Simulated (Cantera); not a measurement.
A closed system holds: 1 mol V, 0.86 mol NH3, 0.15 mol O2, at 100000 Pa.

Cantera equilibrium calculation (NASA polynomials, part measured and part estimated; ideal gas, pure solids and liquids). Candidate condensed phases: H2O, V, VN, VO, V2O3, V2O4, V2O5; 28 gas species. Mutual solubility and eutectic melting of coexisting phases are not modelled. VN, VO: taken at fixed stoichiometry. Condensed phases not in the tables: the oxides between V2O3 and V2O5 other than VO2, solid solutions among these carbides, nitrides and lower oxides, V2N. Kinetics and transport are ignored.

x: gas mole fraction; n: condensed amount in mol.

| T (°C) | x H2 | x N2 | x H | x H2O | x VO | n VN(s) | n V2O3(s) | n VO(s) | n VO(l) |
|---|---|---|---|---|---|---|---|---|---|
| 975 | 0.975 | 0.0219 | 4.61e-7 | 0.00264 | <1e-12 | 0.802 | 0.0988 | 0 | 0 |
| 1050 | 0.975 | 0.0218 | [?] | 0.00276 | <1e-12 | 0.802 | 0.0988 | 0 | 0 |
| 1125 | 0.975 | 0.0218 | 4.67e-6 | 0.00286 | 1.93e-12 | 0.803 | 0.0987 | 0 | 0 |
| 1200 | 0.973 | [?] | [?] | 0.00305 | [?] | 0.796 | 0.0917 | [?] | 0 |
| 1275 | 0.940 | 0.0566 | 2.98e-5 | 0.00379 | 1.99e-10 | 0.705 | 0 | 0.295 | 0 |
| 1350 | 0.940 | 0.0569 | 6.70e-5 | 0.00325 | 1.33e-9 | 0.704 | 0 | 0.296 | 0 |
| 1425 | 0.940 | 0.0571 | 0.000140 | 0.00281 | 7.45e-9 | 0.704 | 0 | 0.296 | 0 |
| 1500 | 0.940 | 0.0572 | 0.000276 | 0.00246 | 3.58e-8 | 0.703 | 0 | 0.297 | 0 |
| 1575 | 0.940 | 0.0574 | 0.000514 | 0.00217 | 1.50e-7 | 0.703 | 0 | 0.297 | 0 |
| 1650 | 0.940 | 0.0575 | 0.000913 | 0.00192 | 5.61e-7 | 0.703 | 0 | 0.297 | 0 |
| 1725 | 0.939 | 0.0575 | 0.00155 | 0.00172 | 1.88e-6 | 0.702 | 0 | 0.298 | 0 |
| 1800 | 0.938 | 0.0576 | 0.00255 | 0.00152 | 5.67e-6 | 0.702 | 0 | 0 | 0.298 |
| 1875 | 0.937 | 0.0577 | 0.00403 | 0.00123 | 1.43e-5 | 0.702 | 0 | 0 | 0.298 |
| 1950 | 0.935 | 0.0577 | 0.00619 | 0.00101 | 3.37e-5 | 0.701 | 0 | 0 | 0.299 |

Question: Complete the blanks.

Answer: 
- 1050, x H: 1.57e-6
- 1200, x N2: 0.0243
- 1200, x H: 1.25e-5
- 1200, x VO: 2.43e-11
- 1200, n VO(s): 0.0209
